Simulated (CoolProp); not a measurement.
R124 at 398.17 K and 1.58 MPa flows at 3.9 m/s in a round tube of 50 mm bore and 15 µm roughness, fully developed (64/Re and Nu = 3.66 if laminar; Colebrook and Gnielinski if turbulent). Each further row changes one setting.

The numbers come from the reference Helmholtz-energy equation of state, de Vries 1995 in CoolProp.

| case | Reynolds number | Darcy friction factor | pressure drop (Pa/m) | heat-transfer coefficient (W/(m² K)) | mass flow (kg/h) |
|---|---|---|---|---|---|
| as stated | 861000 | 0.0158 | 187 | 647 | 2150 |
| velocity 7.8 m/s | 1720000 | 0.0154 | 730 | 1260 | 4300 |
| diameter 100 mm | 1720000 | 0.0137 | 81.1 | 557 | 8600 |

Viscosity comes from a separate model (Bell 2016), an estimate that may be off by 10 % or more. Thermal conductivity comes from a separate model (Huber 2003), an estimate that may be off by 10 % or more.
